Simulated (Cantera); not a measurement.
An isothermal, constant-pressure homogeneous reactor starts with NH3 : N2 = 1 : 8.6 (molar parts), at 2375 K and 0.0700 bar.

Computed with Cantera and the gas-phase N/H chemistry of the illustrative SiF4/NH3 mechanism in the Surface Chemkin manual (1991). Walls and surfaces, which speed up NH3 decomposition in real reactors, are not modelled.

One state of this run: x NH3 = 9.08e-5; x H = 0.00407; x NH2 = 8.53e-6; x N2H2 = 7.93e-10; x N = 5.65e-6; x NH = 4.96e-6. x: mole fraction; the columns are a selection and need not sum to one.

Q: Which value of t (s) does it belong to?
A. 0.126
B. 4.00e-6
C. 8.94e-5
D. 0.0159

A: A, 0.126
